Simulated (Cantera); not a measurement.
An isothermal, constant-pressure homogeneous reactor starts with H2 : O2 = 0.28 : 1 (molar parts), equivalence ratio 0.14, at 1023 K and 0.0263 atm.

Cantera simulation using the H2/O2 subset of GRI-Mech 3.0, which has no nitrogen chemistry; the numbers are that mechanism's predictions, not measurements. Radical loss at walls, strong at low pressure, is not modelled. The temperature is held fixed by assumption; the heat of reaction is taken as removed at once.

x: mole fraction; the columns are a selection and need not sum to one.

| t (s) | x H2 | x O2 | x O | x OH | x HO2 |
|---|---|---|---|---|---|
| 8.00e-6 | 0.219 | 0.781 | 2.59e-12 | 2.22e-12 | 4.91e-11 |
| 2.70e-5 | 0.219 | 0.781 | 2.60e-11 | 1.71e-11 | 1.66e-10 |
| 9.12e-5 | 0.219 | 0.781 | 2.56e-10 | 1.21e-10 | 5.69e-10 |
| 0.000308 | 0.219 | 0.781 | 7.09e-9 | 2.98e-9 | (withheld) |
| 0.00104 | 0.218 | 0.781 | 9.15e-5 | 3.85e-5 | (withheld) |
| 0.00351 | 0.00646 | 0.734 | 0.0154 | 0.00404 | (withheld) |
| 0.0118 | 0.000383 | 0.753 | 0.000739 | 0.000638 | (withheld) |
| 0.0400 | 2.86e-5 | 0.754 | 5.35e-5 | 0.000170 | (withheld) |
| 0.135 | 2.40e-6 | 0.754 | 6.73e-6 | 6.13e-5 | (withheld) |
| 0.456 | 2.88e-7 | 0.754 | 1.25e-6 | 2.64e-5 | (withheld) |
| 1.54 | 5.54e-8 | 0.754 | 2.89e-7 | 1.27e-5 | (withheld) |
| 5.20 | 1.33e-8 | 0.754 | 7.52e-8 | 6.44e-6 | (withheld) |
| 17.5 | 3.55e-9 | 0.754 | 2.08e-8 | 3.38e-6 | (withheld) |
| 59.2 | 1.02e-9 | 0.754 | 6.08e-9 | 1.83e-6 | (withheld) |
| 200 | 3.87e-10 | 0.754 | 2.24e-9 | 1.11e-6 | (withheld) |

### Question
Complete the blanks.

### Answer

- 0.000308, x HO2: 2.26e-9
- 0.00104, x HO2: 4.10e-6
- 0.00351, x HO2: 3.26e-5
- 0.0118, x HO2: 1.32e-5
- 0.0400, x HO2: 2.21e-6
- 0.135, x HO2: 3.46e-7
- 0.456, x HO2: 6.89e-8
- 1.54, x HO2: 1.68e-8
- 5.20, x HO2: 4.78e-9
- 17.5, x HO2: 1.86e-9
- 59.2, x HO2: 1.49e-9
- 200, x HO2: 1.96e-9
